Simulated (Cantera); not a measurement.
Input (Python, Cantera) and output of one run.

```python
import numpy as np
import cantera as ct

gas_names = """
    CL CL2 H HCL H2 Si SiCL SiCL2 SiCL3 SiCL4 SiH SiHCL3 SiH2 SiH2CL2 SiH3 SiH3CL SiH4 Si2 Si3
""".split()
cond_names = """
    Si(cr) Si(L)
""".split()


# ... load() reads the species with a 1 bar reference pressure and builds the phases ...
atoms = {
    'SiHCl3': {'Si': 1, 'H': 1, 'CL': 3},
    'HCl': {'H': 1, 'CL': 1},
    'H2': {'H': 2},
}
top_T = {}  # K; cautious upper limits of use, not melting points


# ... equilibrate(T, P, feed) seeds the gas with the atoms and calls Mixture.equilibrate('TP', solver="vcs", rtol=1e-11, max_steps=5000) ...
results = []
T = 1273  # K
P = 3700  # Pa
for m in [0.31, 0.49, 0.67, 0.84, 1, 1.2, 1.4, 1.6, 1.7, 1.9, 2.1]:
    feed = {'SiHCl3': 1, 'HCl': m, 'H2': 5.6}  # mol
    mix = equilibrate(T, P, feed)
    results.append((T, P, feed, dict(zip(mix.species_names, mix.species_moles))))

top = {s: max(r[3][s] / sum(r[3][g] for g in gas_names) for r in results) for s in gas_names}
cols = sorted((s for s in top if top[s] > 0.001), key=lambda s: -top[s])[:7]
seen = [c for c in cond_names if any(r[3].get(c, 0) > 1e-12 for r in results)]
print("log10 of partial pressures in bar; condensed amounts in mol")
print(f"{'n(HCl)':>10s}" + "".join(f"{s[:9]:>10s}" for s in cols + seen))
for T, P, feed, n in results:
    ng = sum(n[g] for g in gas_names)
    print(f"{feed['HCl']:10.4g}" + "".join(f"{np.log10(max(n[s] / ng * P / 1e5, 1e-99)):10.3f}" for s in cols)
          + "".join(f"{n.get(c, 0):10.4g}" for c in seen))
```

Output:

```
log10 of partial pressures in bar; condensed amounts in mol
    n(HCl)        H2       HCL     SiCL4     SiCL2     SiCL3    SiHCL3    Si(cr)
      0.31    -1.544    -2.365    -2.845    -2.774    -3.218    -3.423    0.1692
      0.49    -1.547    -2.361    -2.823    -2.762    -3.201    -3.407    0.1197
      0.67    -1.550    -2.357    -2.802    -2.752    -3.185    -3.393   0.07012
      0.84    -1.553    -2.354    -2.783    -2.743    -3.171    -3.380   0.02333
         1    -1.556    -2.336    -2.760    -2.759    -3.168    -3.378         0
       1.2    -1.562    -2.295    -2.726    -2.813    -3.177    -3.391         0
       1.4    -1.568    -2.256    -2.697    -2.867    -3.190    -3.407         0
       1.6    -1.574    -2.221    -2.674    -2.921    -3.206    -3.425         0
       1.7    -1.577    -2.204    -2.664    -2.948    -3.214    -3.435         0
       1.9    -1.584    -2.172    -2.646    -3.001    -3.232    -3.456         0
       2.1    -1.591    -2.142    -2.632    -3.053    -3.251    -3.479         0
```

Method: chemical equilibrium by Gibbs-energy minimisation in Cantera with the NASA 1993 tables (ideal gas, pure condensed phases). The tables' values for SiCl3 are old estimates; treat these amounts as uncertain.
